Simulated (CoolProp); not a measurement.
Vapour pressure (bar) of R1132(E): the reference equation beside estimates from Tc = 348.8 K, pc = 51.74 bar, ω = 0.245. Clausius-Clapeyron is anchored at 258.7 K with a constant enthalpy of vaporisation of 17.21 kJ/mol.

Model: reference Helmholtz-energy equation of state, Akasaka 2024, in CoolProp.

| T (K) | reference | Lee-Kesler | Clausius-Clapeyron | Soave-Redlich-Kwong | Peng-Robinson |
|---|---|---|---|---|---|
| 258.7 | 5.067 | 5.079 | 5.067 | 5.080 | 5.036 |
| 264.2 | 6.117 | 6.133 | 5.986 | 6.141 | 6.078 |
| 269.7 | 7.322 | 7.342 | 7.023 | 7.360 | 7.277 |
| 275.1 | 8.669 | 8.693 | 8.165 | 8.725 | 8.620 |
| 280.6 | 10.22 | 10.25 | 9.462 | 10.30 | 10.17 |
| 286 | 11.94 | 11.96 | 10.88 | 12.05 | 11.89 |
| 291.5 | 13.90 | 13.92 | 12.47 | 14.04 | 13.86 |
| 296.9 | 16.04 | 16.06 | 14.19 | 16.22 | 16.01 |
| 302.4 | 18.47 | 18.48 | 16.10 | 18.69 | 18.46 |
| 307.9 | 21.16 | 21.16 | 18.20 | 21.43 | 21.17 |
| 313.3 | 24.07 | 24.07 | 20.44 | 24.39 | 24.11 |
| 318.8 | 27.34 | 27.33 | 22.90 | 27.69 | 27.42 |

Absolute difference from the reference over all 12 rows, mean and median: Lee-Kesler 0.2 and 0.2 %, Clausius-Clapeyron 9.0 and 9.6 %, Soave-Redlich-Kwong 0.9 and 1.0 %, Peng-Robinson 0.4 and 0.4 %.
